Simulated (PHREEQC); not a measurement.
0.33 g of hydrous ferric oxide (600 m²/g; 0.2 weak and 0.005 strong sites per Fe, Dzombak-Morel constants, diffuse double layer) in 1 kg of water with 0.05 mol/kgw of an inert sodium salt, at 25 °C; the pH is set by adding NaOH or the inert anion's acid. Oxygen alone is held at its pressure in air (log pO2 = -0.68). The system is closed to CO2. Precipitation was switched off in this run.

Base run: PHREEQC, ion-association model, wateq4f.dat. Each further column changes one thing. The table gives surface charge σ (C/m²).

```tsv
pH	base	background salt from 0.05 to 0.005 mol/kgw	oxide from 0.33 to 1.7 g/kgw	0.00023 mol/kgw ZnCl2 added
3	0.357	0.304	0.358	0.357
3.5	0.335	0.244	0.336	0.336
4.5	0.238	0.132	0.240	0.239
5	0.181	0.091	0.182	0.182
5.5	0.130	0.060	0.130	0.132
6.5	0.058	0.023	0.058	0.066
7	0.034	0.013	0.034	0.051
7.5	0.017	0.006	0.017	0.038
8.5	-0.010	-0.004	-0.010	0.009
9	-0.026	-0.009	-0.026	-0.004
```

The oxide is taken as insoluble; below pH 4 it would dissolve.
